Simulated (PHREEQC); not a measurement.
Dissolve 0.0029 mol Fe2(SO4)3 and 0.00019 mol CO2 per kg of water at 30 °C. Closed to the air; pH follows from the charge balance.

Model: ion-association model, phreeqc.dat, run in PHREEQC.

This is a speciation only: nothing precipitates in the calculation.

Order these Fe species by the share of Fe that they hold, largest first: FeSO4+, Fe+3, FeOH+2, Fe(SO4)2-, Fe(OH)2+.

FeSO4+ (64 %), FeOH+2 (20 %), Fe+3 (4.8 %), Fe(OH)2+ (4.3 %), Fe(SO4)2- (3.6 %)

The pH is 2.89 and the ionic strength 0.0157 mol/kgw. The solution is supersaturated, for example in Hematite (slow to form), Goethite (slow to form), so a real one may precipitate; this is no full list. Species that the database lacks are ignored.
